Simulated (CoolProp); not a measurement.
Vapour-liquid equilibrium of ethylene (1) + isobutane (2) at 217.8 K; x and y are mole fractions of (1).

Values from CoolProp's multi-fluid Helmholtz-energy mixture model, Smukala 2000 and Bücker 2006; pair parameters Bell 2016.

| x | bubble pressure (MPa) | y at the bubble point | dew pressure at overall composition x (MPa) | liquid density (mol/L) |
|---|---|---|---|---|
| 0.05 | 0.04638 | 0.743 | 0.01296 | 11.26 |
| 0.15 | 0.1183 | 0.907 | 0.01447 | 11.78 |
| 0.25 | 0.1954 | 0.948 | 0.01637 | 12.33 |
| 0.35 | 0.2774 | 0.967 | 0.01884 | 12.93 |
| 0.45 | 0.3638 | 0.978 | 0.02220 | 13.56 |
| 0.55 | 0.4537 | 0.985 | 0.02701 | 14.23 |
| 0.65 | 0.5463 | 0.990 | 0.03446 | 14.94 |
| 0.75 | 0.6408 | 0.994 | 0.04760 | 15.67 |
| 0.85 | 0.7370 | 0.996 | 0.07693 | 16.42 |
| 0.95 | 0.8360 | 0.999 | 0.2001 | 17.15 |

No azeotrope shows between x = 0.05 and 0.95.

The pair parameters rest on a limited set of measurements; away from them the model extrapolates.
